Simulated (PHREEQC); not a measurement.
Dissolve 0.17 mol NH3, 0.022 mol NaAlO2 and 0.0023 mol (CH3)4NCl per kg of water at 25 °C. Closed to the air; pH follows from the charge balance.

All values are PHREEQC results (ion-association model, phreeqc.dat), not measurements.

```
quantity                   before     after
------------------------  -------  --------
pH                          11.24     10.73
ionic strength (mol/kgw)   0.0263   0.00300
NH4+ (mol/kgw)            0.00204  0.000574
SI of Halite (NaCl)         -6.00     -7.92
```

Question: Name the change that produced these shifts.
A) NaAlO2 replaced by Na2SO4 at the same molality
B) NaAlO2 from 0.022 to 0.0044 mol/kgw
C) diluted 5-fold with water
D) 0.058 mol/kgw H2SO4 added
E) diluted 10-fold with water

Answer: E, diluted 10-fold with water

Precipitation was switched off in this run. Some of these states are supersaturated (in Gibbsite (slow to form), for instance). (CH3)4N+ isn't in the database: it is added as a free cation with an ion size of 4 Å.
